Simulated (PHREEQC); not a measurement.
Model water analysis in mg/L, 25 °C, pH 6.63, pe 11.2:

```tsv
constituent	mg/L
Na	0.412
K	0.241
Ca	0.861
Mg	1.47
Cl	1.32
S(6) as SO4	5.58
Alkalinity as HCO3	2
Cd	0.00404
N(5) as NO3	0.0302
```

Valence states are taken as typed.

Equilibrium calculation in PHREEQC: ion-association model, wateq4f.dat.

```
quantity                    before    after
-------------------------  -------  -------
HCO3- (mol/kgw)            3.29e-5  3.29e-5
CO2 (mol/kgw)              1.70e-5  1.54e-5
MgSO4 (mol/kgw)            6.80e-7  8.64e-7
CaSO4 (mol/kgw)            2.06e-7  2.24e-7
MgHCO3+ (mol/kgw)          2.12e-8  2.23e-8
CaHCO3+ (mol/kgw)          8.23e-9  9.28e-9
SI of Otavite (CdCO3)        -3.58    -3.50
SI of Gypsum (CaSO4:2H2O)    -4.41    -4.40
```

Question: Name the change that produced these shifts.
(A) Mg from 1.47 to 2.94 mg/L
(B) all concentrations times 2 at the same typed pH
(C) temperature from 25 to 35 °C at the same typed pH
(D) pH from 6.63 to 6.93 at the same alkalinity
(E) N(5) from 0.0302 to 0.0604 mg/L

Answer: C, temperature from 25 to 35 °C at the same typed pH

This is a speciation only: nothing precipitates in the calculation.
